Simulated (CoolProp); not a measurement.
2000 sccm (0 °C, 1 atm) of nitrogen bubbles through liquid hexamethyldisiloxane (MM) at 312.6 K and leaves saturated at a total pressure of 0.15 MPa (ideal gas phase). Each further row changes one setting.

Values from CoolProp's reference Helmholtz-energy equation of state, Thol 2016.

```json
[
 {"case": "as stated", "vapour pressure (kPa)": "11.1", "mole fraction of vapour": "0.0742", "delivery (mg/min)": "1160", "delivery (sccm)": "160", "change of delivery for a bath 1 K warmer (%)": "5.0"},
 {"case": "bath temperature 317.6 K", "vapour pressure (kPa)": "13.9", "mole fraction of vapour": "0.0925", "delivery (mg/min)": "1480", "delivery (sccm)": "204", "change of delivery for a bath 1 K warmer (%)": "4.9"},
 {"case": "total pressure 0.3 MPa", "vapour pressure (kPa)": "11.1", "mole fraction of vapour": "0.0371", "delivery (mg/min)": "558", "delivery (sccm)": "77.0", "change of delivery for a bath 1 K warmer (%)": "4.8"}
]
```
